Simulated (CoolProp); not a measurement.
Model: reference Helmholtz-energy equation of state, Lemmon 2006, in CoolProp. It is a short technical equation, of lower accuracy than the large ones.

Q: For hydrogen sulfide, give the phase and the speed of sound (m/s), Joule-Thomson coefficient (K/MPa) at -21.35 °C and 0.0427 MPa; -21.35 °C and 1.15 MPa.

A: 
- -21.35 °C and 0.0427 MPa: gas; speed of sound 285, Joule-Thomson coefficient 25.7
- -21.35 °C and 1.15 MPa: liquid; speed of sound 1100, Joule-Thomson coefficient -0.242
